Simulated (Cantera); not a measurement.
## Thermodynamics of carbon deposition, reforming and gasification, feed C2H6 + O2

Charge: 1 mol C2H6, 0.49 mol O2, held at 51.0 Pa.

Equilibrium computed with Cantera from the NASA thermochemical tables; the gas is ideal and each condensed phase is pure. Candidate condensed phases: C, C6H6, C7H8, C8H18, H2O; 110 gas species. Rates play no part.

From 1900 K to 2350 K the condensed part is C(graphite). The main C-bearing gas is CO throughout. The share of C in condensed phases is highest at 1900 K (50.9 %) and lowest at 2350 K (49.7 %).

```
T (K)  log p H2  log p H  log p CO  log p C2H2 (acetylene)  log p C2H  log p C3  log p C  log p C2  n C(graphite)
-----  --------  -------  --------  ----------------------  ---------  --------  -------  --------  -------------
1900      -3.43    -4.82     -3.91                   -6.85     -10.12    -11.68   -11.50    -12.76           1.02
1975      -3.44    -4.58     -3.91                   -6.63      -9.54    -10.83   -10.75    -11.90           1.02
2050      -3.46    -4.37     -3.92                   -6.43      -9.00    -10.04   -10.06    -11.11           1.01
2125      -3.49    -4.18     -3.93                   -6.26      -8.51     -9.30    -9.42    -10.36           1.01
2200      -3.53    -4.01     -3.94                   -6.12      -8.06     -8.62    -8.82     -9.68           1.01
2275      -3.58    -3.86     -3.96                   -6.00      -7.65     -7.98    -8.26     -9.03           1.00
2350      -3.66    -3.73     -3.99                   -5.91      -7.28     -7.38    -7.73     -8.43          0.994
```
log p: log10 of the partial pressure in bar; n: condensed amount in mol.
